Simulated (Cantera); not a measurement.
An isothermal, constant-pressure homogeneous reactor starts with H2 : O2 : N2 = 0.71 : 1 : 0.7 (molar parts), at 848 K and 293 Torr.

Detailed kinetics in Cantera: the H2/O2 subset of GRI-Mech 3.0, which has no nitrogen chemistry. Below about 950 K walls govern HO2 and H2O2 in real vessels. The temperature is held fixed by assumption; the heat of reaction is taken as removed at once.

Predict: x(H2) at 10.0 s; x(O2) at 10.0 s; x(OH) at 10.0 s; x(HO2) at 10.0 s; x(H2O2) at 10.0 s; x(H2O) at 10.0 s.


| Property | Result |
|---|---|
| x(H2) at 10.0 s | 0.197 (gas-phase equilibrium <1e-12) |
| x(O2) at 10.0 s | 0.381 (gas-phase equilibrium 0.314) |
| x(OH) at 10.0 s | 1.19e-8 (gas-phase equilibrium 9.05e-9) |
| x(HO2) at 10.0 s | 3.15e-5 (gas-phase equilibrium 1.05e-10) |
| x(H2O2) at 10.0 s | 0.00204 (gas-phase equilibrium 3.45e-11) |
| x(H2O) at 10.0 s | 0.113 (gas-phase equilibrium 0.345) |
